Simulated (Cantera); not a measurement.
Input (Python, Cantera) and output of one run.

```python
import numpy as np
import cantera as ct

gas_names = """
    C CN C2 CCN CNC C2N2 C3 C4 C4N2 C5 N N2 Si SiC SiC2 SiN Si2 Si2C Si2N Si3
""".split()
cond_names = """
    C(gr) Si(cr) Si(L) SiC(b) Si3N4(a)
""".split()


def load(file, names, dense=False):
    # The tables refer to 1 bar. Condensed volumes are neglected.
    table = {s.name: s for s in ct.Species.list_from_file(file)}
    out = []
    for n in names:
        d = dict(table[n].input_data)
        d["thermo"] = dict(d["thermo"], **{"reference-pressure": 1e5})
        if dense:
            d["equation-of-state"] = {"model": "constant-volume", "density": "1e6 g/cm^3"}
        out.append(ct.Species.from_dict(d))
    return out


gas = ct.Solution(thermo="ideal-gas", species=load("nasa_gas.yaml", gas_names))
cond = {s.name: ct.Solution(thermo="fixed-stoichiometry", species=[s], name=s.name)
        for s in load("nasa_condensed.yaml", cond_names, dense=True)}
atoms = {
    'SiC': {'Si': 1, 'C': 1},
    'N2': {'N': 2},
    'C': {'C': 1},
}
top_T = {'C(gr)': 4500, 'SiC(b)': 3050, 'Si3N4(a)': 2400}  # K; cautious upper limits of use, not melting points


def equilibrate(T, P, feed):
    n = {}
    for name, mol in feed.items():
        for a, k in atoms[name].items():
            n[a] = n.get(a, 0.0) + k * mol
    gas.TPX = T, P, n
    mass = sum(n.values()) * gas.mean_molecular_weight
    gas.equilibrate("TP")
    valid = [c for c in cond.values() if c.min_temp <= T <= top_T.get(c.name, c.max_temp)]
    mix = ct.Mixture([(gas, mass / gas.mean_molecular_weight)] + [(c, 0.0) for c in valid])
    mix.T, mix.P = T, P
    mix.equilibrate("TP", solver="vcs", rtol=1e-11, max_steps=5000)
    return mix


results = []
feed = {'SiC': 1, 'N2': 1.4, 'C': 0.0067}  # mol
T = 1925  # K
for P in [1, 7.2, 52, 370, 2700, 19000, 140000, 1000000]:
    mix = equilibrate(T, P, feed)
    results.append((T, P, feed, dict(zip(mix.species_names, mix.species_moles))))
    x = sorted(zip(gas.X, gas.species_names), reverse=True)
    print(f"T = {T:g} K  P = {P:g} Pa  gas = {mix.phase_moles(0):.4g} mol")
    print("   x: " + "  ".join(f"{s} {v:.3e}" for v, s in x if v > 0.001))
    print("   condensed (mol): " + ("  ".join(f"{mix.phase(i).name} {mix.phase_moles(i):.4g}"
          for i in range(1, mix.n_phases) if mix.phase_moles(i) > 1e-12) or "none"))
```

Result:

```
T = 1925 K  P = 1 Pa  gas = 1.514 mol
   x: N2 9.249e-01  Si 7.152e-02  SiC2 2.057e-03  Si2C 1.409e-03
   condensed (mol): C(gr) 0.1141  SiC(b) 0.8842
T = 1925 K  P = 7.2 Pa  gas = 1.415 mol
   x: N2 9.895e-01  Si 9.933e-03
   condensed (mol): C(gr) 0.02064  SiC(b) 0.9849
T = 1925 K  P = 52 Pa  gas = 1.402 mol
   x: N2 9.985e-01  Si 1.375e-03
   condensed (mol): C(gr) 0.008612  SiC(b) 0.9979
T = 1925 K  P = 370 Pa  gas = 1.4 mol
   x: N2 9.998e-01
   condensed (mol): C(gr) 0.006967  SiC(b) 0.9997
T = 1925 K  P = 2700 Pa  gas = 1.4 mol
   x: N2 1.000e+00
   condensed (mol): C(gr) 0.006735  SiC(b) 1
T = 1925 K  P = 19000 Pa  gas = 1.4 mol
   x: N2 1.000e+00
   condensed (mol): C(gr) 0.006703  SiC(b) 1
T = 1925 K  P = 140000 Pa  gas = 1.4 mol
   x: N2 1.000e+00
   condensed (mol): C(gr) 0.006698  SiC(b) 1
T = 1925 K  P = 1e+06 Pa  gas = 0.7333 mol
   x: N2 1.000e+00
   condensed (mol): C(gr) 1.007  Si3N4(a) 0.3333
```

These are equilibrium values from Cantera (NASA tables, ideal gas, pure condensed phases), not measurements of a reactor. The tables' values for SiN are old estimates; treat these amounts as uncertain.
